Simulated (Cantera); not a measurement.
A freely propagating, adiabatic, planar premixed flame of H2 : O2 : N2 = 1 : 0.61 : 2.68 (molar parts), equivalence ratio 0.82, unburnt at 400 K and 0.286 atm; mixture-averaged transport, grid criteria slope 0.08 and curve 0.16, no radiation.

Cantera simulation using the H2/O2 subset of GRI-Mech 3.0, which has no nitrogen chemistry; the numbers are that mechanism's predictions, not measurements. Burning velocities carry a grid error of a few per cent, more on coarse grids.

Task: Predict: laminar burning velocity; thermal thickness; peak x(HO2); peak x(H); peak x(O); peak x(OH).

Result: 
| Property | Result |
|---|---|
| laminar burning velocity | 236 cm/s |
| thermal thickness | 2.04 mm |
| peak x(HO2) | 0.000174 |
| peak x(H) | 0.0396 |
| peak x(O) | 0.0108 |
| peak x(OH) | 0.0113 |
